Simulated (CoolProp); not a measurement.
Model: reference Helmholtz-energy equation of state, Lemmon 2006, in CoolProp. It is a short technical equation, of lower accuracy than the large ones.

Q: Give the vapour pressure (MPa), liquid density (kg/m³), vapour density (kg/m³), enthalpy of vaporisation (kJ/kg) of saturated acetone at 102.75 °C.

A: 
```csv
T (°C),p (MPa),liquid density (kg/m³),vapour density (kg/m³),enthalpy of vaporisation (kJ/kg)
102.75,0.399,690,8.42,445
```
